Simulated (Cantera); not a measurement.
An adiabatic, constant-pressure homogeneous reactor starts with 3.46 % CH3OH, 12.8 % O2, 78.2 % N2, 5.54 % H2O, equivalence ratio 0.41, at 1823 K and 10.0 bar.

Cantera simulation using GRI-Mech 3.0 (53 species, 325 reactions); the numbers are that mechanism's predictions, not measurements. GRI-Mech 3.0 was tuned for natural gas; its chemistry of methanol as a main component is partial and can be far from experiment.

One state of this run: T (K) = 2381; x CH3OH = <1e-12; x O2 = 0.0737; x H2O = 0.119; x CO2 = 0.0332; x CO = 0.000738; x H = 9.84e-5; x HCN = <1e-12. x: mole fraction; the columns are a selection and need not sum to one.

Q: Which value of t (s) does it belong to?
A. 5.22e-6
B. 9.28e-5
C. 1.36e-5
D. 2.00e-6

A: B, 9.28e-5
